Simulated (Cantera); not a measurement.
A perfectly stirred reactor is fed with H2 : O2 : N2 = 1.8 : 1 : 12 (molar parts), equivalence ratio 0.90, at 100.0 Torr; it is held at 1098 K, and followed from long to short residence time.

Model: the H2/O2 subset of GRI-Mech 3.0, which has no nitrogen chemistry, integrated in Cantera. The temperature is held fixed by assumption; the heat of reaction is taken as removed at once.

Q: What does this change do: pressure from 100.0 Torr to 750 Torr?

A: 
```tsv
quantity	before	after
x(H2) at τ = 1.90 s	0.000762	0.000338
x(O2) at τ = 1.90 s	0.00754	0.00735
x(HO2) at τ = 1.90 s	1.03e-6	4.30e-6
x(OH) at τ = 1.90 s	0.000168	1.67e-5
x(H2O2) at τ = 1.90 s	3.17e-7	3.46e-7
x(H2) at τ = 71.0 ms	0.00482	0.00184
x(O2) at τ = 71.0 ms	0.00998	0.00809
x(HO2) at τ = 71.0 ms	1.56e-6	8.11e-6
x(OH) at τ = 71.0 ms	0.000482	7.63e-5
x(H2O2) at τ = 71.0 ms	2.92e-7	1.01e-6
```

Q: What does this change do: temperature 1098 to 1050 K?

A: 
```tsv
quantity	before	after
x(H2) at τ = 1.90 s	0.000762	0.000770
x(O2) at τ = 1.90 s	0.00754	0.00756
x(HO2) at τ = 1.90 s	1.03e-6	1.17e-6
x(OH) at τ = 1.90 s	0.000168	0.000123
x(H2O2) at τ = 1.90 s	3.17e-7	3.10e-7
x(H2) at τ = 71.0 ms	0.00482	0.00498
x(O2) at τ = 71.0 ms	0.00998	0.0101
x(HO2) at τ = 71.0 ms	1.56e-6	1.76e-6
x(OH) at τ = 71.0 ms	0.000482	0.000362
x(H2O2) at τ = 71.0 ms	2.92e-7	2.52e-7
```
